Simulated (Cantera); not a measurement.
Charge: 1 mol Cu2O, 2.1 mol CO, 9.8 mol H2.

Cantera equilibrium calculation (NASA polynomials, part measured and part estimated; ideal gas, pure solids and liquids). Candidate condensed phases: C, C6H6, C7H8, C8H18, Cu, CuO, Cu(OH)2, Cu2O, H2O; 113 gas species. Equilibrium is a limit: real reactors are often held back by kinetics, nucleation or transport.

Stable condensed phases, one row left out:

```
T in °C \ P in Pa
              10      42     180     750    3200   13000   56000  240000 1000000
   1452        A       A       B       B       B       B       B       B       B
   1402        A       A       B       B       B       B       B       B       B
   1352        A       B       B       B       B       B       B       B       B
   1302        A       B       B       B       B       B       B       B       B
   1202        B       B       B       B       B       B       B       B       B
   1152        B       B       B       B       B       B       B       B       B
   1102        B       B       B       B       B       B       B       B       B
   1052        B       B       B       B       B       B       B       B       B
   1002        B       B       B       B       B       B       B       B       B
    952        B       B       B       B       B       B       B       B       B
    902        B       B       B       B       B       B       B       B       B
    852        B       B       B       B       B       B       B       B       B
```

A: gas only; B: Cu.

**Question.** Give the row for 1252 °C.

**Answer.** 10: Cu; 42: Cu; 180: Cu; 750: Cu; 3200: Cu; 13000: Cu; 56000: Cu; 240000: Cu; 1000000: Cu.
